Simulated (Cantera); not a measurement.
## Thermodynamics of calcination and drying, feed CaCO3 + CO2 + O2

Charge: 1 mol CaCO3, 0.56 mol CO2, 2.6 mol O2, at 10.0 mbar.

Method: chemical equilibrium by Gibbs-energy minimisation in Cantera with the NASA 1993 tables (ideal gas, pure condensed phases). Candidate condensed phases: C, Ca, CaCO3, CaO; 15 gas species. The numbers say what is thermodynamically allowed, not how fast it happens.

| T (K) | x O2 | x CO2 | x CO | x O | n CaO(s) |
|---|---|---|---|---|---|
| 1025 | 0.625 | 0.375 | 6.62e-10 | 2.61e-9 | 1.00 |
| 1125 | 0.625 | 0.375 | 1.26e-8 | 3.65e-8 | 1.00 |
| 1225 | 0.625 | 0.375 | 1.47e-7 | 3.33e-7 | 1.00 |
| 1325 | 0.625 | 0.375 | 1.19e-6 | 2.18e-6 | 1.00 |
| 1425 | 0.625 | 0.375 | 7.10e-6 | 1.10e-5 | 1.00 |
| 1525 | 0.625 | 0.375 | 3.36e-5 | 4.48e-5 | 1.00 |
| 1625 | 0.625 | 0.375 | 0.000131 | 0.000154 | 1.00 |
| 1725 | 0.625 | 0.374 | 0.000433 | 0.000459 | 1.00 |
| 1825 | 0.624 | 0.373 | 0.00125 | 0.00121 | 1.00 |
| 1925 | 0.623 | 0.371 | 0.00324 | 0.00290 | 1.00 |
| 2025 | 0.621 | 0.365 | 0.00752 | 0.00637 | 1.000 |
| 2125 | 0.617 | 0.354 | 0.0159 | 0.0130 | 1.000 |
x: gas mole fraction; n: condensed amount in mol.

From 1025 K to 2125 K the condensed part is CaO(s).
